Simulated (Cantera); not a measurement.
A freely propagating, adiabatic, planar premixed flame of CH3OH : O2 : N2 = 1 : 1.36 : 5.13 (molar parts), equivalence ratio 1.1, unburnt at 400 K and 1.00 atm; mixture-averaged transport, grid criteria slope 0.08 and curve 0.16, no radiation.

Computed with Cantera and GRI-Mech 3.0 (53 species, 325 reactions). GRI-Mech 3.0 was tuned for natural gas; its chemistry of methanol as a main component is partial and can be far from experiment. Burning velocities carry a grid error of a few per cent, more on coarse grids.

**Question.** How do the results move with these cheaper or finer settings: unity-Lewis-number transport; multicomponent transport; multicomponent+Soret transport; grid criteria slope 0.5, curve 1; grid criteria slope 0.25, curve 0.5; grid criteria slope 0.03, curve 0.06?

**Answer.** 
| setting | laminar burning velocity | thermal thickness | peak x(H2O2) | peak x(H) | grid points |
|---|---|---|---|---|---|
| as above | 75.3 cm/s | 0.280 mm | 0.00153 | 0.0114 | 127 |
| unity-Lewis-number transport | 50.2 cm/s | 0.384 mm | 0.000645 | 0.0134 | 133 |
| multicomponent transport | 75.4 cm/s | 0.285 mm | 0.00154 | 0.0114 | 128 |
| multicomponent+Soret transport | 73.7 cm/s | 0.288 mm | 0.00154 | 0.0112 | 129 |
| grid criteria slope 0.5, curve 1 | 86.9 cm/s | 0.307 mm | 0.00161 | 0.0123 | 38 |
| grid criteria slope 0.25, curve 0.5 | 79.5 cm/s | 0.289 mm | 0.00153 | 0.0117 | 58 |
| grid criteria slope 0.03, curve 0.06 | 73.2 cm/s | 0.279 mm | 0.00152 | 0.0111 | 332 |
The base run took very roughly 29 core-seconds.
Unity Lewis numbers drop preferential diffusion, which matters most where H2 and H carry the flame; Soret adds thermal diffusion.
